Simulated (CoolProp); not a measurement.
Vapour-liquid equilibrium of dimethyl ether (1) + n-pentane (2) at -7.25 °C; x and y are mole fractions of (1).

The numbers come from the multi-fluid Helmholtz-energy mixture model, Wu 2011 and Thol 2019; pair parameters Bell 2016 in CoolProp.

Question: Give the bubble pressure and the first vapour's composition at x = 0.35, 0.55, 0.65. Is there an azeotrope?

Answer: x = 0.35: 0.09776 MPa, y = 0.891; x = 0.55: 0.1439 MPa, y = 0.946; x = 0.65: 0.1595 MPa, y = 0.958. No azeotrope shows between x = 0.05 and 0.95.

Pair parameters are fitted to limited data, so mixtures are less certain than the pure fluids. The gap from Raoult's law changes sign with composition, which may be real or a fault of the pair parameters; it wasn't checked against measurements.
